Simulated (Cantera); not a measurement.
Charge: 1 mol SrCl2, 0.62 mol O2, 15 mol N2, 18 mol H2O, at 40.0 Pa.

These are equilibrium values from Cantera (NASA tables, ideal gas, pure condensed phases), not measurements of a reactor. Candidate condensed phases: H2O, NH4Cl, Sr, SrCl2, SrO, Sr(OH)2; 35 gas species. Condensed phases not in the tables: oxide chlorides. Equilibrium is a limit: real reactors are often held back by kinetics, nucleation or transport.

x: gas mole fraction; n: condensed amount in mol.

```csv
T (K),x H2O,x N2,x HCl,x H2,x O2,x SrCl2,x OH,n SrO(s)
1398,0.506,0.433,0.0277,8.34e-5,0.0177,0.0147,0.000258,0.489
1448,0.506,0.433,0.0265,[?],0.0176,0.0152,[?],0.472
1498,0.506,0.433,0.0255,[?],0.0175,0.0157,[?],0.457
1548,0.506,0.433,0.0245,0.000674,0.0175,0.0160,0.00100,0.444
1598,0.505,0.432,0.0236,0.00124,0.0175,0.0163,0.00149,0.434
1648,0.504,0.432,0.0228,0.00217,0.0177,0.0166,0.00216,0.425
1698,0.502,0.431,0.0220,0.00367,0.0181,0.0167,0.00308,0.417
1748,0.498,0.430,0.0213,0.00595,0.0187,0.0168,0.00430,0.411
1798,0.492,0.429,0.0206,0.00926,0.0197,0.0169,0.00592,0.404
1848,0.484,0.427,0.0198,0.0138,0.0213,0.0168,0.00803,0.398
1898,0.472,0.424,0.0190,0.0198,0.0234,0.0167,0.0107,0.389
1948,0.457,0.420,0.0181,0.0272,0.0262,0.0164,0.0142,0.374
```

Question: Complete the blanks.

Answer: 
- 1498, x H2: 0.000352
- 1498, x OH: 0.000657
- 1448, x H2: 0.000176
- 1448, x OH: 0.000419
